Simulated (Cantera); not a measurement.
A perfectly stirred reactor is fed with 5.26 % CH4, 11.7 % O2, 83.1 % N2, at 1.01 bar; it is adiabatic with a 400 K inlet, and is followed from long to short residence time, starting on the burning branch (τ in s: 0.024, 0.011, 0.0047, 0.0021, 0.00091, 0.0004, 0.00018, 7.7e-05, 3.4e-05, 1.5e-05, 6.6e-06).

Detailed kinetics in Cantera: GRI-Mech 3.0 (53 species, 325 reactions).

x: mole fraction; the columns are a selection and need not sum to one.

```csv
τ (s),T (K),x CH4,x O2,x C2H,x CO2,x HO2
0.024,1588,4.51e-5,0.0129,1.39e-11,0.0503,?
0.011,1572,7.71e-5,0.0137,2.51e-11,0.0491,?
0.0047,1547,0.000145,0.0151,5.04e-11,0.0471,?
0.0021,1512,0.000294,0.0172,1.08e-10,0.0441,?
0.00091,400,0.0526,0.117,<1e-12,<1e-12,<1e-12
0.00040,400,0.0526,0.117,<1e-12,<1e-12,<1e-12
0.00018,400,0.0526,0.117,<1e-12,<1e-12,<1e-12
7.7e-5,400,0.0526,0.117,<1e-12,<1e-12,<1e-12
3.4e-5,400,0.0526,0.117,<1e-12,<1e-12,<1e-12
1.5e-5,400,0.0526,0.117,<1e-12,<1e-12,<1e-12
6.6e-6,400,0.0526,0.117,<1e-12,<1e-12,<1e-12
```

Problem. What belongs in the gaps?

Solution. 
- 0.024, x HO2: 3.30e-6
- 0.011, x HO2: 4.53e-6
- 0.0047, x HO2: 6.32e-6
- 0.0021, x HO2: 8.95e-6
